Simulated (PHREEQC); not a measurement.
**Alkaline etch or developer: speciation**

Consider water at 25 °C with 0.096 mol/kgw NaOH and 3.3e-05 mol/kgw H3BO3. Closed to the air; pH follows from the charge balance.

All values are PHREEQC results (ion-association model, phreeqc.dat), not measurements.

This is a speciation only: nothing precipitates in the calculation.

Q: Estimate the pH.

A: pH 12.86.
